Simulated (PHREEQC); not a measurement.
Solution (25 °C): 0.02 mol HF, 0.0021 mol CsF and 3.9e-05 mol H2SiF6 per kg of water. Closed to the air; pH follows from the charge balance.

All values are PHREEQC results (ion-association model, wateq4f.dat), not measurements.

No solid was allowed to form.

**Question.** Predict the pH.

**Answer.** pH 2.60.

**Question.** In which forms is F present?

**Answer.** HF 71 %, F- 20 %, H2F2 5.8 %, HF2- 2.4 %, SiF6-2 1.0 % of the F.

wateq4f.dat counts part of the HF as a dimer, H2F2, which phreeqc.dat doesn't know; its constant is uncertain. SiF6-2 is the database's only silicon fluoride.
